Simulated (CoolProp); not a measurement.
Saturated liquid density (kg/m³) of octamethyltrisiloxane (MDM): the reference equation beside estimates from Tc = 565.4 K, pc = 1438 kPa, ω = 0.528. Rackett uses Z = 0.29056 − 0.08775 ω.

Values from CoolProp's reference Helmholtz-energy equation of state, Thol 2017.

```csv
T (K),reference,Rackett,van der Waals,Redlich-Kwong,Soave-Redlich-Kwong,Peng-Robinson
369.6,740.7,838.9,428.8,626.7,674.4,760.9
376,733.6,830.7,425.1,620.1,668.5,754.6
382.4,726.4,822.4,421.2,613.3,662.3,748.0
388.7,719.3,814.1,417.3,606.4,656.1,741.3
395.1,711.9,805.5,413.3,599.3,649.6,734.2
401.5,704.5,796.8,409.2,592.0,642.8,726.8
407.8,697.0,788.0,405.0,584.7,635.9,719.3
414.2,689.3,779.0,400.8,577.0,628.7,711.3
420.6,681.4,769.8,396.4,569.1,621.1,703.1
426.9,673.6,760.6,391.9,561.2,613.4,694.6
433.3,665.4,751.0,387.3,552.9,605.3,685.7
439.7,657.0,741.2,382.5,544.3,596.9,676.3
446,648.6,731.4,377.7,535.7,588.2,666.7
```

Absolute difference from the reference over all 13 rows, mean and median: Rackett 13.0 and 13.1 %, van der Waals 41.9 and 41.9 %, Redlich-Kwong 16.2 and 16.1 %, Soave-Redlich-Kwong 8.9 and 8.8 %, Peng-Robinson 3.0 and 3.1 %.
